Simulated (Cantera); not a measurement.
Charge: 1 mol Si, 0.89 mol Cl₂, 19 mol H₂, at 1075 °C and 12000 Pa.

These are equilibrium values from Cantera (NASA tables, ideal gas, pure condensed phases), not measurements of a reactor. Candidate condensed phases: Si; 19 gas species. The tables' values for SiCl₃ are old estimates; treat these amounts as uncertain. The numbers say what is thermodynamically allowed, not how fast it happens.

Base state: H₂ 0.929, HCl 0.0573, SiCl₂ 0.00990, SiCl₃ 0.00151, SiCl₄ 0.00116, SiHCl₃ 0.00107, SiH₂Cl₂ 0.000144 (mole fractions); condensed: Si(s).

### Question
What changes in the equilibrium state with this change: Cl₂ from 0.89 to 0.62 mol?

### Answer
```
species       before     after
----------  --------  --------
H₂             0.929     0.947
HCl           0.0573    0.0454
SiCl₂        0.00990   0.00610
SiCl₄        0.00116  0.000442
SiCl₃        0.00151  0.000733
SiHCl₃       0.00107  0.000523
SiH₂Cl₂     0.000144   9.03e-5
Si(s), mol     0.726     0.845
```
